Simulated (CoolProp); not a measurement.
Computed with CoolProp (reference Helmholtz-energy equation of state, Rui 2013).

Problem. For R236EA, give the phase and the cp (kJ/(kg K)), cv (kJ/(kg K)), Joule-Thomson coefficient (K/MPa), isothermal compressibility (1/MPa) at 94.65 °C and 4.45 MPa.

Solution. 
- 94.65 °C and 4.45 MPa: liquid; cp 1.41, cv 0.974, Joule-Thomson coefficient 0.214, isothermal compressibility 0.00965
